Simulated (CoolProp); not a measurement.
The numbers come from the reference Helmholtz-energy equation of state, Gao 2022 in CoolProp.

For n-perfluorohexane, give the phase and the cp (kJ/(kg K)), cv (kJ/(kg K)), speed of sound (m/s), Joule-Thomson coefficient (K/MPa) at 401.6 K and 0.0831 MPa; 401.6 K and 2.23 MPa; 401.6 K and 11.5 MPa.


- 401.6 K and 0.0831 MPa: gas; cp 0.961, cv 0.933, speed of sound 98.3, Joule-Thomson coefficient 11.1
- 401.6 K and 2.23 MPa: liquid; cp 1.22, cv 0.982, speed of sound 243, Joule-Thomson coefficient 0.251
- 401.6 K and 11.5 MPa: liquid; cp 1.15, cv 0.975, speed of sound 372, Joule-Thomson coefficient -0.133
